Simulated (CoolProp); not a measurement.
A single-stage vapour-compression cycle with the fluid: evaporating at 286.15 K (dew point), condensing at 356.15 K (bubble point), superheat 8 K, subcooling 8 K, compressor efficiency 0.6, no pressure losses. The same conditions are run with several fluids, on thermodynamics alone (safety and materials aside).

Values from CoolProp's reference Helmholtz-energy equation of state of each fluid (R21: Platzer 1990; R236EA: Rui 2013; sulfur dioxide: Gao 2016; R124: de Vries 1995; n-butane: Bücker 2006; hydrogen sulfide: Lemmon 2006). The equations of Platzer and Polt are older, rougher fits.

```json
[
 {"fluid": "R21", "cooling COP": "2.00", "pressure ratio": "7.74", "discharge temperature (K)": "436.9", "refrigerating effect (kJ/kg)": "175", "volumetric capacity (kJ/m³)": "906"},
 {"fluid": "R236EA", "cooling COP": "1.66", "pressure ratio": "8.10", "discharge temperature (K)": "366.6", "refrigerating effect (kJ/kg)": "88.2", "volumetric capacity (kJ/m³)": "764"},
 {"fluid": "sulfur dioxide", "cooling COP": "[?]", "pressure ratio": "7.48", "discharge temperature (K)": "519.5", "refrigerating effect (kJ/kg)": "285", "volumetric capacity (kJ/m³)": "[?]"},
 {"fluid": "R124", "cooling COP": "1.66", "pressure ratio": "6.48", "discharge temperature (K)": "378.0", "refrigerating effect (kJ/kg)": "85.6", "volumetric capacity (kJ/m³)": "1340"},
 {"fluid": "n-butane", "cooling COP": "1.79", "pressure ratio": "6.55", "discharge temperature (K)": "[?]", "refrigerating effect (kJ/kg)": "228", "volumetric capacity (kJ/m³)": "940"},
 {"fluid": "hydrogen sulfide", "cooling COP": "1.60", "pressure ratio": "4.51", "discharge temperature (K)": "488.5", "refrigerating effect (kJ/kg)": "299", "volumetric capacity (kJ/m³)": "7130"}
]
```

Some entries are withheld; supply them.


- sulfur dioxide, cooling COP: 1.91
- sulfur dioxide, volumetric capacity (kJ/m³): 2010
- n-butane, discharge temperature (K): 375.3
